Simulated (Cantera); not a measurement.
Cantera run, input and output.

```python
import numpy as np
import cantera as ct

gas = ct.Solution("gri30.yaml")
gas.TPX = 1175, 1200, {'N2O': 1, 'N2': 3, 'H2O': 0.36}
reactor = ct.IdealGasConstPressureReactor(gas, energy="off", clone=False)
net = ct.ReactorNet([reactor])
net.rtol, net.atol = 1e-08, 1e-18
show = ['N2O', 'N2', 'NO', 'O2', 'O']
times = np.geomspace(0.0001, 200, 9)

steps = ct.SolutionArray(gas, extra=["t"])
rows = []
print(f"{'t/s':>10s}{'T/K':>9s}{'P/Pa':>11s}" + "".join(f"{s:>11s}" for s in show))
for t in times:
    while net.time < t:
        t_next = net.step()
        steps.append(gas.state, t=t_next)
    rows.append([np.interp(t, steps.t, y) for y in (steps.T, steps.P, *steps(*show).X.T)])
    print(f"{t:10.3e}{rows[-1][0]:9.1f}{rows[-1][1]:11.4g}" + "".join(f"{x:11.3e}" for x in rows[-1][2:]))
rate = np.gradient(steps.T, steps.t)
print("integrator steps:", len(steps.t))
if steps.T.max() > steps.T[0] + 200:
    print(f"time of steepest temperature rise: {steps.t[rate.argmax()]:.4e} s")
gas.TPX = 1175, 1200, {'N2O': 1, 'N2': 3, 'H2O': 0.36}
gas.equilibrate("TP")
print(f"equilibrium (TP): T = {gas.T:.1f} K  " + "  ".join(f"{s} {gas[s].X[0]:.3e}" for s in show))
```

Result:

```
       t/s      T/K       P/Pa        N2O         N2         NO         O2          O
 1.000e-04   1175.0       1200  2.294e-01  6.881e-01  2.935e-10  1.398e-09  7.187e-08
 6.132e-04   1175.0       1200  2.294e-01  6.881e-01  1.005e-08  4.787e-08  3.831e-07
 3.761e-03   1175.0       1200  2.294e-01  6.881e-01  2.328e-07  1.110e-06  1.151e-06
 2.306e-02   1175.0       1200  2.293e-01  6.881e-01  2.244e-06  1.089e-05  1.304e-06
 1.414e-01   1175.0       1200  2.291e-01  6.882e-01  1.470e-05  8.564e-05  1.379e-06
 8.672e-01   1175.0       1200  2.279e-01  6.889e-01  8.479e-05  5.809e-04  1.386e-06
 5.318e+00   1175.0       1200  2.207e-01  6.929e-01  5.064e-04  3.559e-03  1.340e-06
 3.261e+01   1175.0       1200  1.819e-01  7.145e-01  2.917e-03  1.971e-02  1.270e-06
 2.000e+02   1175.0       1200  5.956e-02  7.828e-01  1.046e-02  7.088e-02  1.177e-06
integrator steps: 1278
equilibrium (TP): T = 1175.0 K  N2O 9.220e-10  N2 8.230e-01  NO 1.157e-04  O2 1.028e-01  O 4.302e-08
```

Computed with Cantera and GRI-Mech 3.0 (53 species, 325 reactions). GRI-Mech 3.0 was tuned for natural gas; its chemistry of N2O as a main component is partial and can be far from experiment. Radical loss at walls, strong at low pressure, is not modelled. The mechanism lacks the step 2 NO + O2 → 2 NO2, which can matter for NO2 below about 1400 K. The temperature is held fixed by assumption; the heat of reaction is taken as removed at once.
